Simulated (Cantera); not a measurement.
## Silicon epitaxy and polysilicon growth: Si2Cl6 + HCl + N2

Feed: 1 mol Si2Cl6, 0.24 mol HCl, 210 mol N2, held at 1475 K.

Method: chemical equilibrium by Gibbs-energy minimisation in Cantera with the NASA 1993 tables (ideal gas, pure condensed phases). Candidate condensed phases: NH4Cl, Si, Si3N4; 28 gas species. The feed counts by its element totals alone. N2 is the only nitrogen source here; it is nearly inert below about 1500 K, so the nitride shown seldom forms there in practice. The tables' values for SiCl3 are old estimates; treat these amounts as uncertain. Kinetics and transport are ignored.

```csv
P (Pa),x N2,x SiCl4,x SiCl2,x SiCl3,n Si3N4(s)
100,0.988,0.00293,0.00450,0.00197,0
460,0.989,0.00351,0.00391,0.00201,0
2100,0.989,0.00366,0.00375,0.00201,0
9600,0.989,0.00370,0.00371,0.00201,0
44000,0.991,0.00524,0.00145,0.00149,0.0892
200000,0.991,0.00619,0.000445,0.000900,0.135
```
x: gas mole fraction; n: condensed amount in mol.

From 1.00 mbar to 96.0 mbar nothing is condensed. From 0.440 bar to 2.00 bar the condensed part is Si3N4(s). The main Si-bearing gas is SiCl2 at 1.00 mbar and SiCl4 at 2.00 bar.
